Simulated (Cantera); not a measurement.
Input (Python, Cantera) and output of one run.

```python
import numpy as np
import cantera as ct

gas_names = """
    O H2
""".split()
cond_names = """
    Cu2O(s) Cu2O(L) CuO2H2(s)
""".split()


# ... load() reads the species with a 1 bar reference pressure and builds the phases ...
species = {s.name: s for s in load("nasa_gas.yaml", gas_names) + load("nasa_condensed.yaml", cond_names)}
# Each term lists the table entries of one substance; the one whose range holds T is used.
reactions = {
    '3 O(g) + Cu2O + 2 H2(g) = 2 Cu(OH)2':
        [(-3, ['O']), (-1, ['Cu2O(s)', 'Cu2O(L)']), (-2, ['H2']), (2, ['CuO2H2(s)'])],
}


def pick(names, T):
    return next(species[n] for n in names if species[n].thermo.min_temp <= T <= species[n].thermo.max_temp)


results = []
for label, terms in reactions.items():
    print(label)
    print("     T/K   dH/kJ  dS/(J/K)   dG/kJ   log10 K")
    for T in [1123, 1173, 1223, 1273, 1323, 1373]:
        used = [(nu, pick(names, T)) for nu, names in terms]
        dH = sum(nu * s.thermo.h(T) for nu, s in used) / 1e6
        dS = sum(nu * s.thermo.s(T) for nu, s in used) / 1e3
        dG = dH - T * dS / 1e3
        logK = -dG * 1e6 / (ct.gas_constant * T * np.log(10))
        results.append((label, T, dH, dS, dG, logK, [s.name for _, s in used]))
        print(f"{T:8g} {dH:8.1f} {dS:8.1f} {dG:8.1f} {logK:8.2f}")
```

Result:

```
3 O(g) + Cu2O + 2 H2(g) = 2 Cu(OH)2
     T/K   dH/kJ  dS/(J/K)   dG/kJ   log10 K
    1123  -1457.8   -593.7   -791.1    36.79
    1173  -1456.1   -592.3   -761.4    33.91
    1223  -1454.5   -590.9   -731.8    31.26
    1273  -1453.0   -589.7   -702.3    28.82
    1323  -1451.6   -588.6   -672.9    26.57
    1373  -1450.2   -587.6   -643.5    24.48
```

Source: NASA polynomial tables (part measured, part estimated), evaluated in Cantera. Condensed species are held in their standard states even where they would react or evaporate.
